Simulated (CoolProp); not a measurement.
Vapour-liquid equilibrium of dimethyl ether (1) + chloromethane (R40) (2) at 350.2 K; x and y are mole fractions of (1).

Computed with CoolProp (multi-fluid Helmholtz-energy mixture model, Wu 2011 and Thol 2014; pair parameters Bell 2016).

Give the bubble pressure and the first vapour's composition at x = 0.125, 0.35, 0.95. Is there an azeotrope?

x = 0.125: 2036 kPa, y = 0.117; x = 0.35: 2001 kPa, y = 0.344; x = 0.95: 2080 kPa, y = 0.955. y crosses x between x = 0.425 and 0.5: the model has an azeotrope there.

The pair parameters rest on a limited set of measurements; away from them the model extrapolates.
